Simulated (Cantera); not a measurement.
A Cantera script and what it prints.

```python
import numpy as np
import cantera as ct

gas_names = """
    H H2 H2S Pb PbS Pb2 S SH S2 S8
""".split()
cond_names = """
    Pb(cr) Pb(L) PbS(s) PbS(L) S(cr1) S(cr2) S(L)
""".split()


def load(file, names, dense=False):
    # The tables refer to 1 bar. Condensed volumes are neglected.
    table = {s.name: s for s in ct.Species.list_from_file(file)}
    out = []
    for n in names:
        d = dict(table[n].input_data)
        d["thermo"] = dict(d["thermo"], **{"reference-pressure": 1e5})
        if dense:
            d["equation-of-state"] = {"model": "constant-volume", "density": "1e6 g/cm^3"}
        out.append(ct.Species.from_dict(d))
    return out


gas = ct.Solution(thermo="ideal-gas", species=load("nasa_gas.yaml", gas_names))
cond = {s.name: ct.Solution(thermo="fixed-stoichiometry", species=[s], name=s.name)
        for s in load("nasa_condensed.yaml", cond_names, dense=True)}
atoms = {
    'PbS': {'Pb': 1, 'S': 1},
    'H2': {'H': 2},
}
top_T = {}  # K; cautious upper limits of use, not melting points


def equilibrate(T, P, feed):
    n = {}
    for name, mol in feed.items():
        for a, k in atoms[name].items():
            n[a] = n.get(a, 0.0) + k * mol
    gas.TPX = T, P, n
    mass = sum(n.values()) * gas.mean_molecular_weight
    gas.equilibrate("TP")
    valid = [c for c in cond.values() if c.min_temp <= T <= top_T.get(c.name, c.max_temp)]
    mix = ct.Mixture([(gas, mass / gas.mean_molecular_weight)] + [(c, 0.0) for c in valid])
    mix.T, mix.P = T, P
    mix.equilibrate("TP", solver="gibbs", rtol=1e-10, max_steps=50000)
    return mix


results = []
P = 23000  # Pa
for T in [800, 850, 900, 950, 1000, 1050, 1100, 1150, 1200, 1250, 1300, 1350]:
    for m in [0.63, 1.7, 4.7, 13, 35, 94, 250, 690, 1900]:
        feed = {'PbS': 1, 'H2': m}  # mol
        mix = equilibrate(T, P, feed)
        results.append((T, P, feed, dict(zip(mix.species_names, mix.species_moles))))

for T, P, feed, n in results:
    print(f"{T:7g} {feed['H2']:10.4g}  " + (" + ".join(c for c in cond_names if n.get(c, 0) > 1e-12) or "gas only"))
```

Output:

```
    800       0.63  Pb(L) + PbS(s)
    800        1.7  Pb(L) + PbS(s)
    800        4.7  Pb(L) + PbS(s)
    800         13  Pb(L) + PbS(s)
    800         35  Pb(L) + PbS(s)
    800         94  Pb(L) + PbS(s)
    800        250  Pb(L) + PbS(s)
    800        690  Pb(L)
    800       1900  Pb(L)
    850       0.63  Pb(L) + PbS(s)
    850        1.7  Pb(L) + PbS(s)
    850        4.7  Pb(L) + PbS(s)
    850         13  Pb(L) + PbS(s)
    850         35  Pb(L) + PbS(s)
    850         94  Pb(L) + PbS(s)
    850        250  Pb(L) + PbS(s)
    850        690  Pb(L)
    850       1900  Pb(L)
    900       0.63  Pb(L) + PbS(s)
    900        1.7  Pb(L) + PbS(s)
    900        4.7  Pb(L) + PbS(s)
    900         13  Pb(L) + PbS(s)
    900         35  Pb(L) + PbS(s)
    900         94  Pb(L) + PbS(s)
    900        250  Pb(L)
    900        690  Pb(L)
    900       1900  Pb(L)
    950       0.63  Pb(L) + PbS(s)
    950        1.7  Pb(L) + PbS(s)
    950        4.7  Pb(L) + PbS(s)
    950         13  Pb(L) + PbS(s)
    950         35  Pb(L) + PbS(s)
    950         94  Pb(L)
    950        250  Pb(L)
    950        690  Pb(L)
    950       1900  Pb(L)
   1000       0.63  Pb(L) + PbS(s)
   1000        1.7  Pb(L) + PbS(s)
   1000        4.7  Pb(L) + PbS(s)
   1000         13  Pb(L) + PbS(s)
   1000         35  Pb(L) + PbS(s)
   1000         94  Pb(L)
   1000        250  Pb(L)
   1000        690  Pb(L)
   1000       1900  Pb(L)
   1050       0.63  Pb(L) + PbS(s)
   1050        1.7  Pb(L) + PbS(s)
   1050        4.7  Pb(L) + PbS(s)
   1050         13  Pb(L) + PbS(s)
   1050         35  Pb(L) + PbS(s)
   1050         94  Pb(L)
   1050        250  Pb(L)
   1050        690  Pb(L)
   1050       1900  Pb(L)
   1100       0.63  Pb(L) + PbS(s)
   1100        1.7  Pb(L) + PbS(s)
   1100        4.7  Pb(L) + PbS(s)
   1100         13  Pb(L) + PbS(s)
   1100         35  Pb(L)
   1100         94  Pb(L)
   1100        250  Pb(L)
   1100        690  Pb(L)
   1100       1900  gas only
   1150       0.63  Pb(L) + PbS(s)
   1150        1.7  Pb(L) + PbS(s)
   1150        4.7  Pb(L) + PbS(s)
   1150         13  Pb(L) + PbS(s)
   1150         35  Pb(L)
   1150         94  Pb(L)
   1150        250  Pb(L)
   1150        690  gas only
   1150       1900  gas only
   1200       0.63  Pb(L) + PbS(s)
   1200        1.7  Pb(L) + PbS(s)
   1200        4.7  Pb(L) + PbS(s)
   1200         13  Pb(L)
   1200         35  Pb(L)
   1200         94  Pb(L)
   1200        250  Pb(L)
   1200        690  gas only
   1200       1900  gas only
   1250       0.63  Pb(L) + PbS(s)
   1250        1.7  Pb(L) + PbS(s)
   1250        4.7  Pb(L) + PbS(s)
   1250         13  Pb(L)
   1250         35  Pb(L)
   1250         94  Pb(L)
   1250        250  gas only
   1250        690  gas only
   1250       1900  gas only
   1300       0.63  Pb(L) + PbS(s)
   1300        1.7  Pb(L) + PbS(s)
   1300        4.7  Pb(L)
   1300         13  Pb(L)
   1300         35  Pb(L)
   1300         94  gas only
   1300        250  gas only
   1300        690  gas only
   1300       1900  gas only
   1350       0.63  Pb(L) + PbS(s)
   1350        1.7  Pb(L)
   1350        4.7  Pb(L)
   1350         13  Pb(L)
   1350         35  gas only
   1350         94  gas only
   1350        250  gas only
   1350        690  gas only
   1350       1900  gas only
```

Method: chemical equilibrium by Gibbs-energy minimisation in Cantera with the NASA 1993 tables (ideal gas, pure condensed phases). Mutual solubility and eutectic melting of coexisting phases are not modelled.
